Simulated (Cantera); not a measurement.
What does this Cantera script print?

```python
import numpy as np
import cantera as ct

gas_names = [...]  # 110 gases of nasa_gas.yaml made of C, H, O
cond_names = """
    C(gr) C6H6(L) C7H8(L) C8H18(L),n-octa H2O(s) H2O(L)
""".split()


# ... load() reads the species with a 1 bar reference pressure and builds the phases ...
atoms = {
    'CH4': {'C': 1, 'H': 4},
    'H2O': {'H': 2, 'O': 1},
    'H2': {'H': 2},
    'CO2': {'C': 1, 'O': 2},
}
top_T = {'C(gr)': 4500}  # K; cautious upper limits of use, not melting points


# ... equilibrate(T, P, feed) seeds the gas with the atoms and calls Mixture.equilibrate('TP', solver="vcs", rtol=1e-11, max_steps=5000) ...
results = []
P = 300  # Pa
for T in [1875, 1900, 1925, 1950, 1975, 2000, 2025, 2050, 2075, 2100, 2125, 2150]:
    for m in [0.35, 0.44, 0.54, 0.67, 0.83, 1, 1.3, 1.6, 2, 2.5]:
        feed = {'CH4': 1, 'H2O': 0.061, 'H2': 84, 'CO2': m}  # mol
        mix = equilibrate(T, P, feed)
        results.append((T, P, feed, dict(zip(mix.species_names, mix.species_moles))))

for T, P, feed, n in results:
    print(f"{T:7g} {feed['CO2']:10.4g}  " + (" + ".join(c for c in cond_names if n.get(c, 0) > 1e-12) or "gas only"))
```

Output:

```
   1875       0.35  C(gr)
   1875       0.44  C(gr)
   1875       0.54  C(gr)
   1875       0.67  C(gr)
   1875       0.83  C(gr)
   1875          1  gas only
   1875        1.3  gas only
   1875        1.6  gas only
   1875          2  gas only
   1875        2.5  gas only
   1900       0.35  C(gr)
   1900       0.44  C(gr)
   1900       0.54  C(gr)
   1900       0.67  C(gr)
   1900       0.83  C(gr)
   1900          1  gas only
   1900        1.3  gas only
   1900        1.6  gas only
   1900          2  gas only
   1900        2.5  gas only
   1925       0.35  C(gr)
   1925       0.44  C(gr)
   1925       0.54  C(gr)
   1925       0.67  C(gr)
   1925       0.83  C(gr)
   1925          1  gas only
   1925        1.3  gas only
   1925        1.6  gas only
   1925          2  gas only
   1925        2.5  gas only
   1950       0.35  C(gr)
   1950       0.44  C(gr)
   1950       0.54  C(gr)
   1950       0.67  C(gr)
   1950       0.83  C(gr)
   1950          1  gas only
   1950        1.3  gas only
   1950        1.6  gas only
   1950          2  gas only
   1950        2.5  gas only
   1975       0.35  C(gr)
   1975       0.44  C(gr)
   1975       0.54  C(gr)
   1975       0.67  C(gr)
   1975       0.83  gas only
   1975          1  gas only
   1975        1.3  gas only
   1975        1.6  gas only
   1975          2  gas only
   1975        2.5  gas only
   2000       0.35  C(gr)
   2000       0.44  C(gr)
   2000       0.54  C(gr)
   2000       0.67  C(gr)
   2000       0.83  gas only
   2000          1  gas only
   2000        1.3  gas only
   2000        1.6  gas only
   2000          2  gas only
   2000        2.5  gas only
   2025       0.35  C(gr)
   2025       0.44  C(gr)
   2025       0.54  C(gr)
   2025       0.67  C(gr)
   2025       0.83  gas only
   2025          1  gas only
   2025        1.3  gas only
   2025        1.6  gas only
   2025          2  gas only
   2025        2.5  gas only
   2050       0.35  C(gr)
   2050       0.44  C(gr)
   2050       0.54  C(gr)
   2050       0.67  C(gr)
   2050       0.83  gas only
   2050          1  gas only
   2050        1.3  gas only
   2050        1.6  gas only
   2050          2  gas only
   2050        2.5  gas only
   2075       0.35  C(gr)
   2075       0.44  C(gr)
   2075       0.54  C(gr)
   2075       0.67  C(gr)
   2075       0.83  gas only
   2075          1  gas only
   2075        1.3  gas only
   2075        1.6  gas only
   2075          2  gas only
   2075        2.5  gas only
   2100       0.35  C(gr)
   2100       0.44  C(gr)
   2100       0.54  C(gr)
   2100       0.67  C(gr)
   2100       0.83  gas only
   2100          1  gas only
   2100        1.3  gas only
   2100        1.6  gas only
   2100          2  gas only
   2100        2.5  gas only
   2125       0.35  C(gr)
   2125       0.44  C(gr)
   2125       0.54  C(gr)
   2125       0.67  gas only
   2125       0.83  gas only
   2125          1  gas only
   2125        1.3  gas only
   2125        1.6  gas only
   2125          2  gas only
   2125        2.5  gas only
   2150       0.35  C(gr)
   2150       0.44  C(gr)
   2150       0.54  C(gr)
   2150       0.67  gas only
   2150       0.83  gas only
   2150          1  gas only
   2150        1.3  gas only
   2150        1.6  gas only
   2150          2  gas only
   2150        2.5  gas only
```

Method: chemical equilibrium by Gibbs-energy minimisation in Cantera with the NASA 1993 tables (ideal gas, pure condensed phases).
